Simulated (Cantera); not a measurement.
Charge: 1 mol TEOS, 0.78 mol O₂, 1.5 mol N₂, 1 mol H₂O, equilibrated at 0.000180 bar.

Cantera equilibrium calculation (NASA polynomials, part measured and part estimated; ideal gas, pure solids and liquids). Candidate condensed phases: C, C₆H₆, C₇H₈, C₈H₁₈, H₂O, Si, SiC, SiO₂, Si₂N₂O, Si₃N₄; 151 gas species. The feed counts by its element totals alone. The numbers say what is thermodynamically allowed, not how fast it happens. All values below are at 923 K.

Base state: H₂ 0.645, CO 0.267, N₂ 0.0879, H₂O 4.79e-5, CO₂ 4.05e-5, CH₄ 1.74e-5 (mole fractions); condensed: C(graphite) + SiO₂(β-quartz).

Q: What changes in the equilibrium state with this change: TEOS replaced by Si₂H₆?

A: 
```csv
species,before,after
H₂,0.645,0.797
N₂,0.0879,0.203
H₂O,4.79e-5,2.59e-6
CO,0.267,0
CO₂,4.05e-5,0
CH₄,1.74e-5,0
"C(graphite), mol",3.44,0
"SiO₂(β-quartz), mol",1.00,1.04
"Si₂N₂O(s), mol",0,0.480
```
N₂ is the only nitrogen source here; it is nearly inert below about 1500 K, so the nitride shown seldom forms there in practice.
